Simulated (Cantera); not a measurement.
Cantera run:

```python
import numpy as np
import cantera as ct

gas_names = """
    H HO2 H2 H2O H2O2 O OH O2 O3 Si SiH SiH2 SiH3 SiH4 SiO SiO2 Si2 Si3
""".split()
cond_names = """
    H2O(s) H2O(L) Si(cr) Si(L) SiO2(Lqz) SiO2(hqz) SiO2(L)
""".split()


def load(file, names, dense=False):
    # The tables refer to 1 bar. Condensed volumes are neglected.
    table = {s.name: s for s in ct.Species.list_from_file(file)}
    out = []
    for n in names:
        d = dict(table[n].input_data)
        d["thermo"] = dict(d["thermo"], **{"reference-pressure": 1e5})
        if dense:
            d["equation-of-state"] = {"model": "constant-volume", "density": "1e6 g/cm^3"}
        out.append(ct.Species.from_dict(d))
    return out


gas = ct.Solution(thermo="ideal-gas", species=load("nasa_gas.yaml", gas_names))
cond = {s.name: ct.Solution(thermo="fixed-stoichiometry", species=[s], name=s.name)
        for s in load("nasa_condensed.yaml", cond_names, dense=True)}
atoms = {
    'Si2H6': {'Si': 2, 'H': 6},
    'O3': {'O': 3},
    'H2': {'H': 2},
}
top_T = {}  # K; cautious upper limits of use, not melting points


def equilibrate(T, P, feed):
    n = {}
    for name, mol in feed.items():
        for a, k in atoms[name].items():
            n[a] = n.get(a, 0.0) + k * mol
    gas.TPX = T, P, n
    mass = sum(n.values()) * gas.mean_molecular_weight
    gas.equilibrate("TP")
    valid = [c for c in cond.values() if c.min_temp <= T <= top_T.get(c.name, c.max_temp)]
    mix = ct.Mixture([(gas, mass / gas.mean_molecular_weight)] + [(c, 0.0) for c in valid])
    mix.T, mix.P = T, P
    mix.equilibrate("TP", solver="vcs", rtol=1e-11, max_steps=5000)
    return mix


results = []
feed = {'Si2H6': 1, 'O3': 0.2, 'H2': 4.7}  # mol
P = 133.322  # Pa
for T in [1098, 1198, 1298, 1398, 1498, 1598, 1698, 1798, 1898]:
    mix = equilibrate(T, P, feed)
    results.append((T, P, feed, dict(zip(mix.species_names, mix.species_moles))))

top = {s: max(r[3][s] / sum(r[3][g] for g in gas_names) for r in results) for s in gas_names}
cols = sorted((s for s in top if top[s] > 0.0001), key=lambda s: -top[s])[:8]
seen = [c for c in cond_names if any(r[3].get(c, 0) > 1e-12 for r in results)]
print("log10 of partial pressures in bar; condensed amounts in mol")
print(f"{'T/K':>10s}" + "".join(f"{s[:9]:>10s}" for s in cols + seen))
for T, P, feed, n in results:
    ng = sum(n[g] for g in gas_names)
    print(f"{T:10.4g}" + "".join(f"{np.log10(max(n[s] / ng * P / 1e5, 1e-99)):10.3f}" for s in cols)
          + "".join(f"{n.get(c, 0):10.4g}" for c in seen))
```

It prints:

```
log10 of partial pressures in bar; condensed amounts in mol
       T/K        H2       SiO         H        Si       SiH    Si(cr)     Si(L) SiO2(hqz)
      1098    -2.875    -7.667    -9.044   -13.665   -13.617       1.7         0    0.2999
      1198    -2.875    -6.296    -8.159   -11.890   -12.146     1.699         0    0.2985
      1298    -2.877    -5.140    -7.409   -10.391   -10.906     1.679         0    0.2789
      1398    -2.899    -4.153    -6.774    -9.108    -9.855     1.486         0   0.08561
      1498    -2.908    -4.016    -6.219    -7.998    -8.942       1.4         0         0
      1598    -2.908    -4.016    -5.728    -7.029    -8.142     1.399         0         0
      1698    -2.910    -4.017    -5.295    -6.183    -7.445         0     1.396         0
      1798    -2.913    -4.019    -4.910    -5.511    -6.908         0     1.379         0
      1898    -2.921    -4.025    -4.568    -4.911    -6.431         0     1.318         0
```

Equilibrium computed with Cantera from the NASA thermochemical tables; the gas is ideal and each condensed phase is pure. The feed counts by its element totals alone. Mutual solubility and eutectic melting of coexisting phases are not modelled. The tables hold silica as quartz up to 1696 K and as liquid above; real silica turns to tridymite and cristobalite and melts near 1996 K. Gases not in the tables: Si2H6 and higher silanes.
